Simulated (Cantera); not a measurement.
**Fe(CO)5 + O2 + H2 + CO (iron carbonyl, mercury and lead vapours)**

Input: 1 mol Fe(CO)5, 0.093 mol O2, 0.14 mol H2, 0.23 mol CO, held at 27.0 Pa.

These are equilibrium values from Cantera (NASA tables, ideal gas, pure condensed phases), not measurements of a reactor. Candidate condensed phases: C, C6H6, C7H8, C8H18, Fe, Fe(CO)5, FeO, Fe(OH)2, Fe(OH)3, Fe2O3, Fe3O4, H2O; 114 gas species. Equilibrium is a limit: real reactors are often held back by kinetics, nucleation or transport.

```tsv
T (K)	x CO	x CO2	x H2	x H2O	n Fe(α)	n Fe(γ)
800	0.940	0.0344	0.0258	0.000224	1.00	0
850	0.940	0.0343	0.0258	0.000308	1.00	0
900	0.940	0.0342	0.0257	0.000406	1.00	0
950	0.940	0.0341	0.0256	0.000518	1.00	0
1000	0.940	0.0340	0.0254	0.000641	1.00	0
1050	0.940	0.0339	0.0253	0.000774	1.00	0
1100	0.940	0.0337	0.0252	0.000914	1.00	0
1150	0.940	0.0336	0.0250	0.00106	1.00	0
1200	0.941	0.0334	0.0249	0.00121	0	1.000
1250	0.941	0.0333	0.0247	0.00137	0	1.000
1300	0.941	0.0331	0.0245	0.00152	0	1.000
1350	0.941	0.0330	0.0244	0.00168	0	1.000
1400	0.941	0.0328	0.0242	0.00183	0	1.000
```
x: gas mole fraction; n: condensed amount in mol.

From 800 K to 1150 K the condensed part is Fe(α). From 1200 K to 1400 K the condensed part is Fe(γ).
